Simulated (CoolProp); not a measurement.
The numbers come from the reference Helmholtz-energy equation of state, Wu 2011 in CoolProp.

Give the vapour pressure (bar), liquid density (kg/m³), liquid cp (kJ/(kg K)), vapour Z of saturated dimethyl ether at 90.45 °C.


```csv
T (°C),p (bar),liquid density (kg/m³),liquid cp (kJ/(kg K)),vapour Z
90.45,27.4,529,3.24,0.658
```
